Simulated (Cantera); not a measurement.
Feed: 1 mol SiH4, 0.12 mol H2O, at 160 Pa.

Equilibrium computed with Cantera from the NASA thermochemical tables; the gas is ideal and each condensed phase is pure. Candidate condensed phases: H2O, Si, SiO2; 18 gas species. Mutual solubility and eutectic melting of coexisting phases are not modelled. The tables hold silica as quartz up to 1696 K and as liquid above; real silica turns to tridymite and cristobalite and melts near 1996 K. Gases not in the tables: Si2H6 and higher silanes. Rates play no part.

x: gas mole fraction; n: condensed amount in mol.

```tsv
T (°C)	x H2	x SiO	x H	x Si	x SiH	x SiH2	x Si2	n Si(s)	n SiO2(α-quartz)	n SiO2(β-quartz)	n Si(l)
302	1.00	<1e-12	<1e-12	<1e-12	<1e-12	<1e-12	<1e-12	0.940	0.0600	0	0
402	1.00	<1e-12	<1e-12	<1e-12	<1e-12	<1e-12	<1e-12	0.940	0.0600	0	0
502	1.00	1.67e-12	2.48e-11	<1e-12	<1e-12	<1e-12	<1e-12	0.940	0.0600	0	0
602	1.00	___	___	<1e-12	<1e-12	___	<1e-12	0.940	0	0.0600	0
702	1.00	1.11e-7	2.86e-8	<1e-12	<1e-12	4.45e-11	<1e-12	0.940	0	0.0600	0
802	1.000	5.97e-6	3.67e-7	4.74e-12	6.94e-12	7.12e-10	<1e-12	0.940	0	0.0600	0
902	1.000	0.000161	3.06e-6	3.34e-10	2.36e-10	7.10e-9	<1e-12	0.940	0	0.0598	0
1002	0.997	___	___	___	___	___	___	0.937	0	0.0573	0
1102	0.973	0.0269	8.45e-5	2.57e-7	5.70e-8	2.51e-7	1.24e-10	0.911	0	0.0307	0
1202	0.946	0.0536	0.000315	3.59e-6	4.98e-7	1.02e-6	3.83e-9	0.880	0	0	0
1302	0.945	0.0535	0.00101	3.59e-5	3.33e-6	3.55e-6	7.63e-8	0.880	0	0	0
1402	0.943	0.0535	0.00282	0.000271	1.77e-5	1.06e-5	1.06e-6	0.879	0	0	0
1502	0.938	0.0533	0.00701	0.00137	6.52e-5	2.35e-5	7.68e-6	0	0	0	0.877
1602	0.925	0.0528	0.0158	0.00566	0.000202	4.60e-5	4.25e-5	0	0	0	0.866
```

**Question.** What belongs in the gaps?

**Answer.** 
- 1002, x SiO: 0.00255
- 1002, x H: 1.84e-5
- 1002, x Si: 1.20e-8
- 1002, x SiH: 4.59e-9
- 1002, x SiH2: 4.92e-8
- 1002, x Si2: 2.31e-12
- 602, x SiO: 8.23e-10
- 602, x H: 1.25e-9
- 602, x SiH2: 1.48e-12
